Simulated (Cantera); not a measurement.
Input: 1 mol Pb, 0.37 mol H2, held at 1102 °C and 11.0 mbar.

Equilibrium computed with Cantera from the NASA thermochemical tables; the gas is ideal and each condensed phase is pure. Candidate condensed phases: Pb; 4 gas species. Kinetics and transport are ignored.

Base state: Pb 0.597, H2 0.403, Pb2 0.000104, H 2.07e-5 (mole fractions); condensed: Pb(l).

**Question.** What changes in the equilibrium state with this change: 0.31 mol Cl2 added?

**Answer.** 
```tsv
species	before	after
Pb	0.597	0.394
PbCl	0	0.273
H2	0.403	0.201
HCl	0	0.109
PbCl2	0	0.0230
Pb2	0.000104	4.55e-5
H	2.07e-5	1.47e-5
Pb(l), mol	0.452	0
```
Further candidate phases: PbCl2.

**Question.** What changes in the equilibrium state with this change: temperature from 1102 °C to 250 °C?

**Answer.** 
| species | before | after |
|---|---|---|
| H2 | 0.403 | 1.00 |
| Pb | 0.597 | <1e-9 |
| Pb2 | 0.000104 | <1e-9 |
| H | 2.07e-5 | <1e-9 |
| Pb(l), mol | 0.452 | 0 |
| Pb(s), mol | 0 | 1.00 |

**Question.** What changes in the equilibrium state with this change: pressure from 11.0 mbar to 0.110 bar?

**Answer.** 
```tsv
species	before	after
H2	0.403	0.940
Pb	0.597	0.0597
Pb2	0.000104	1.04e-5
H	2.07e-5	1.00e-5
Pb(l), mol	0.452	0.977
```
